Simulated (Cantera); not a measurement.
What does this Cantera script print?

```python
import numpy as np
import cantera as ct

gas_names = """
    Br Br2 Ca CaBr CaBr2 CaO CaOH CaO2H2 Ca2 H HBr HNO HNO2 HNO3 HO2 H2 H2O H2O2 N NH NH2 NH3 NH2OH NO
    NO2 NO3 N2 N2H2 N2H4 N2O O OH O2 O3
""".split()
cond_names = """
    Br2(cr) Br2(L) Ca(a) Ca(b) Ca(L) CaBr2(s) CaBr2(L) CaO(s) CaO(L) CaO2H2(s) H2O(s) H2O(L)
""".split()


# ... load() reads the species with a 1 bar reference pressure and builds the phases ...
atoms = {
    'CaO': {'Ca': 1, 'O': 1},
    'HBr': {'H': 1, 'Br': 1},
    'N2': {'N': 2},
}
top_T = {}  # K; cautious upper limits of use, not melting points


# ... equilibrate(T, P, feed) seeds the gas with the atoms and calls Mixture.equilibrate('TP', solver="gibbs", rtol=1e-10, max_steps=50000) ...
results = []
T = 1223.15  # K
P = 133.322  # Pa
for m in [4.8, 8.9, 13, 17, 21, 25, 30, 34, 38, 42, 46, 50, 54]:
    feed = {'CaO': 1, 'HBr': 1.5, 'N2': m}  # mol
    mix = equilibrate(T, P, feed)
    results.append((T, P, feed, dict(zip(mix.species_names, mix.species_moles))))

top = {s: max(r[3][s] / sum(r[3][g] for g in gas_names) for r in results) for s in gas_names}
cols = sorted((s for s in top if top[s] > 1e-06), key=lambda s: -top[s])[:5]
seen = [c for c in cond_names if any(r[3].get(c, 0) > 1e-12 for r in results)]
print("log10 of partial pressures in bar; condensed amounts in mol")
print(f"{'n(N2)':>10s}" + "".join(f"{s[:9]:>10s}" for s in cols + seen))
for T, P, feed, n in results:
    ng = sum(n[g] for g in gas_names)
    print(f"{feed['N2']:10.4g}" + "".join(f"{np.log10(max(n[s] / ng * P / 1e5, 1e-99)):10.3f}" for s in cols)
          + "".join(f"{n.get(c, 0):10.4g}" for c in seen))
```

Result:

```
log10 of partial pressures in bar; condensed amounts in mol
     n(N2)        N2       HBr     CaBr2       H2O        Br    CaO(s)
       4.8    -2.994    -3.896    -4.040    -4.040    -5.139    0.5681
       8.9    -2.944    -4.116    -4.259    -4.259    -5.285    0.5699
        13    -2.923    -4.261    -4.405    -4.405    -5.382    0.5712
        17    -2.912    -4.368    -4.512    -4.512    -5.453    0.5723
        21    -2.906    -4.454    -4.598    -4.598    -5.510    0.5733
        25    -2.901    -4.526    -4.670    -4.670    -5.558    0.5741
        30    -2.897    -4.602    -4.745    -4.745    -5.609    0.5751
        34    -2.894    -4.654    -4.798    -4.798    -5.644    0.5757
        38    -2.892    -4.701    -4.845    -4.845    -5.675    0.5764
        42    -2.891    -4.744    -4.888    -4.888    -5.703     0.577
        46    -2.889    -4.782    -4.926    -4.926    -5.729    0.5775
        50    -2.888    -4.818    -4.962    -4.962    -5.753     0.578
        54    -2.887    -4.851    -4.995    -4.995    -5.775    0.5785
```

Method: chemical equilibrium by Gibbs-energy minimisation in Cantera with the NASA 1993 tables (ideal gas, pure condensed phases).
